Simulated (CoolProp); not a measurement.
Octamethyltrisiloxane (MDM) along the isobar 1900 kPa: density (kg/m³) from the reference equation and from simpler models built on Tc = 565.4 K, pc = 1438 kPa, ω = 0.528; each cubic takes its own stable root.

The numbers come from the reference Helmholtz-energy equation of state, Thol 2017 in CoolProp.

```json
[
 {"T (K)": "480", "phase": "liquid", "reference": "612.9"},
 {"T (K)": "487.3", "phase": "liquid", "reference": "602.2"},
 {"T (K)": "494.6", "phase": "liquid", "reference": "591.2"},
 {"T (K)": "502", "phase": "liquid", "reference": "579.4"},
 {"T (K)": "509.3", "phase": "liquid", "reference": "567.3"},
 {"T (K)": "516.6", "phase": "liquid", "reference": "554.4"},
 {"T (K)": "523.9", "phase": "liquid", "reference": "540.7"},
 {"T (K)": "531.2", "phase": "liquid", "reference": "526.0"},
 {"T (K)": "538.5", "phase": "liquid", "reference": "510.0"},
 {"T (K)": "545.8", "phase": "liquid", "reference": "492.2"},
 {"T (K)": "553.1", "phase": "liquid", "reference": "472.0"},
 {"T (K)": "560.4", "phase": "liquid", "reference": "448.1"},
 {"T (K)": "567.7", "phase": "supercritical", "reference": "418.3"},
 {"T (K)": "575", "phase": "supercritical", "reference": "377.2"}
]
```

How far does each simpler model (van der Waals, Redlich-Kwong, Soave-Redlich-Kwong, Peng-Robinson) lie from the reference over these 14 states: mean and median of the absolute difference, and the worst?


- van der Waals: mean 34.9 %, median 36.2 %, worst -38.1 % at 480 K and 1900 kPa
- Redlich-Kwong: mean 16.5 %, median 16.6 %, worst -17.6 % at 553.1 K and 1900 kPa
- Soave-Redlich-Kwong: mean 12.6 %, median 11.8 %, worst -18.3 % at 575 K and 1900 kPa
- Peng-Robinson: mean 3.5 %, median 2.4 %, worst -10.6 % at 575 K and 1900 kPa
